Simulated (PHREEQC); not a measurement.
4.2 g of hydrous ferric oxide (600 m²/g; 0.2 weak and 0.005 strong sites per Fe, Dzombak-Morel constants, diffuse double layer) in 1 kg of water with 0.01 mol/kgw of an inert sodium salt and 0.0014 mol MgCl2, at 25 °C; the pH is set by adding NaOH or the inert anion's acid. O2 is buffered at 0.21 atm. CO2 from the air is kept out. Precipitation was switched off in this run.

Model: ion-association model, wateq4f.dat, run in PHREEQC.

```json
[
 {"pH": "4", "Mg sorbed (%)": "0.0", "surface charge σ (C/m²)": "0.244", "surface potential ψ (mV)": "177"},
 {"pH": "4.38", "Mg sorbed (%)": "0.0", "surface charge σ (C/m²)": "0.197", "surface potential ψ (mV)": "167"},
 {"pH": "4.75", "Mg sorbed (%)": "0.0", "surface charge σ (C/m²)": "0.156", "surface potential ψ (mV)": "156"},
 {"pH": "5.12", "Mg sorbed (%)": "0.0", "surface charge σ (C/m²)": "0.120", "surface potential ψ (mV)": "143"},
 {"pH": "5.5", "Mg sorbed (%)": "0.0", "surface charge σ (C/m²)": "0.089", "surface potential ψ (mV)": "129"},
 {"pH": "5.88", "Mg sorbed (%)": "0.1", "surface charge σ (C/m²)": "0.064", "surface potential ψ (mV)": "113"},
 {"pH": "6.25", "Mg sorbed (%)": "0.5", "surface charge σ (C/m²)": "0.046", "surface potential ψ (mV)": "97"},
 {"pH": "6.62", "Mg sorbed (%)": "2.1", "surface charge σ (C/m²)": "0.031", "surface potential ψ (mV)": "79"},
 {"pH": "7", "Mg sorbed (%)": "9.6", "surface charge σ (C/m²)": "0.021", "surface potential ψ (mV)": "61"},
 {"pH": "7.38", "Mg sorbed (%)": "32.1", "surface charge σ (C/m²)": "0.013", "surface potential ψ (mV)": "44"},
 {"pH": "7.75", "Mg sorbed (%)": "64.7", "surface charge σ (C/m²)": "0.008", "surface potential ψ (mV)": "30"},
 {"pH": "8.12", "Mg sorbed (%)": "88.2", "surface charge σ (C/m²)": "0.004", "surface potential ψ (mV)": "14"},
 {"pH": "8.5", "Mg sorbed (%)": "97.3", "surface charge σ (C/m²)": "-0.001", "surface potential ψ (mV)": "-5"},
 {"pH": "8.88", "Mg sorbed (%)": "99.5", "surface charge σ (C/m²)": "-0.007", "surface potential ψ (mV)": "-25"},
 {"pH": "9.25", "Mg sorbed (%)": "99.9", "surface charge σ (C/m²)": "-0.013", "surface potential ψ (mV)": "-45"},
 {"pH": "9.62", "Mg sorbed (%)": "100.0", "surface charge σ (C/m²)": "-0.022", "surface potential ψ (mV)": "-64"},
 {"pH": "10", "Mg sorbed (%)": "100.0", "surface charge σ (C/m²)": "-0.033", "surface potential ψ (mV)": "-83"}
]
```
